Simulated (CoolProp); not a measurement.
Properties of 1-butene along the isotherm 156.15 °C (Tc = 146.1 °C, pc = 4.006 MPa, ω = 0.192).

Computed with CoolProp (reference Helmholtz-energy equation of state, Lemmon 2005). It is a short technical equation, of lower accuracy than the large ones.

```tsv
p (MPa)	phase	Z	speed of sound (m/s)	fugacity coefficient
1.11	gas	?	240.6	0.9121
2.23	gas	?	?	0.8253
3.34	gas	0.6492	182.5	0.7397
4.45	supercritical	0.4045	139.0	?
5.56	supercritical	0.2551	224.1	?
6.68	supercritical	0.2791	292.9	0.4846
7.79	supercritical	0.3097	340.6	0.4347
8.9	supercritical	0.3419	?	0.3974
10	supercritical	0.3741	410.8	?
```

**Question.** What belongs in the gaps?

**Answer.** 
- 1.11, Z: 0.9048
- 2.23, Z: 0.7919
- 2.23, speed of sound (m/s): 214.8
- 4.45, fugacity coefficient: 0.6502
- 5.56, fugacity coefficient: 0.5545
- 8.9, speed of sound (m/s): 378.7
- 10, fugacity coefficient: 0.3687
